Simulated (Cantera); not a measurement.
Cantera with NASA thermochemical tables; ideal gases at 1 bar, condensed phases pure. Values are per mole of reaction as written; species without (g) are pure solids or liquids, kept so even where they would boil at 1 bar.

H₂O(g) + V₂O₃ ⇌ 2 VO₂(g) + 2 H(g)

```tsv
T (K)	ΔH° (kJ)	ΔS° (J/K)	ΔG° (kJ)	log10 K
1948	1376.6	424.0	550.6	-14.76
1973	…	…	…	…
1998	…	…	…	…
2023	1371.8	421.6	518.9	-13.40
2048	1370.2	420.8	508.3	-12.96
```

Problem. Some entries are withheld; supply them.

Solution. 
- 1973, ΔH° (kJ): 1375.0
- 1973, ΔS° (J/K): 423.2
- 1973, ΔG° (kJ): 540.0
- 1973, log10 K: -14.30
- 1998, ΔH° (kJ): 1373.4
- 1998, ΔS° (J/K): 422.4
- 1998, ΔG° (kJ): 529.4
- 1998, log10 K: -13.84
